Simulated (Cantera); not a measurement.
An isothermal, constant-pressure homogeneous reactor starts with CO : O2 : H2O : N2 = 0.028 : 0.032 : 0.00056 : 1 (molar parts), equivalence ratio 0.44, at 1225 K and 18000 Pa.

Model: GRI-Mech 3.0 (53 species, 325 reactions), integrated in Cantera.

x: mole fraction; the columns are a selection and need not sum to one.

```csv
t (s),x CO,x O2,x H2O,x NO,x HO2,x H,x N2O
3.00e-5,0.0264,0.0302,0.000528,<1e-12,<1e-12,<1e-12,<1e-12
0.000144,0.0264,0.0302,0.000528,<1e-12,<1e-12,1.41e-12,<1e-12
0.000695,0.0264,0.0302,0.000528,<1e-12,4.69e-12,4.42e-11,<1e-12
0.00334,0.0264,0.0302,0.000528,<1e-12,3.28e-10,1.14e-9,1.08e-12
0.0161,0.0264,0.0302,0.000528,<1e-12,1.13e-7,3.45e-7,3.36e-10
0.0775,0.00666,0.0194,0.000242,3.71e-6,6.82e-7,0.000471,1.79e-7
0.373,(withheld),0.0173,0.000523,4.92e-6,(withheld),(withheld),(withheld)
1.79,8.71e-6,0.0172,0.000533,4.95e-6,2.57e-8,3.36e-8,3.09e-7
8.63,(withheld),0.0172,0.000535,4.97e-6,(withheld),4.66e-10,(withheld)
41.6,3.03e-8,0.0172,0.000535,4.98e-6,1.95e-10,2.30e-11,1.46e-8
200,1.50e-8,0.0172,0.000535,4.98e-6,1.28e-10,1.06e-11,2.41e-9
```

**Question.** Some entries are withheld; supply them.

**Answer.** 
- 0.373, x CO: 0.000216
- 0.373, x HO2: 2.17e-7
- 0.373, x H: 3.76e-6
- 0.373, x N2O: 2.77e-7
- 8.63, x CO: 3.73e-7
- 8.63, x HO2: 1.54e-9
- 8.63, x N2O: 1.86e-7
